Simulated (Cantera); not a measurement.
A perfectly stirred reactor is fed with NH3 : N2 = 1 : 6.9 (molar parts), at 0.0132 atm; it is held at 2225 K, and followed from long to short residence time.

Detailed kinetics in Cantera: the gas-phase N/H chemistry of the illustrative SiF4/NH3 mechanism in the Surface Chemkin manual (1991). Walls and surfaces, which speed up NH3 decomposition in real reactors, are not modelled.

x: mole fraction; the columns are a selection and need not sum to one.

| τ (s) | x NH3 | x NH2 | x H | x H2 | x N2 |
|---|---|---|---|---|---|
| 0.31 | 0.0453 | 0.000544 | 0.000424 | 0.107 | 0.846 |
| 0.16 | (withheld) | (withheld) | (withheld) | (withheld) | 0.853 |
| 0.087 | (withheld) | (withheld) | (withheld) | (withheld) | 0.858 |
| 0.047 | 0.0976 | 0.00110 | 0.000148 | 0.0375 | 0.864 |
| 0.025 | 0.110 | 0.00129 | 9.17e-5 | 0.0213 | 0.868 |
| 0.013 | 0.118 | 0.00139 | 4.97e-5 | 0.0103 | 0.870 |
| 0.0071 | 0.122 | 0.00132 | 2.38e-5 | 0.00437 | 0.872 |
| 0.0038 | 0.125 | 0.00100 | 9.58e-6 | 0.00147 | 0.873 |
| 0.0020 | 0.126 | 0.000606 | 4.44e-6 | 0.000468 | 0.873 |

**Question.** Fill in the missing entries.

**Answer.** 
- 0.16, x NH3: 0.0642
- 0.16, x NH2: 0.000727
- 0.16, x H: 0.000309
- 0.16, x H2: 0.0822
- 0.087, x NH3: 0.0820
- 0.087, x NH2: 0.000912
- 0.087, x H: 0.000219
- 0.087, x H2: 0.0584
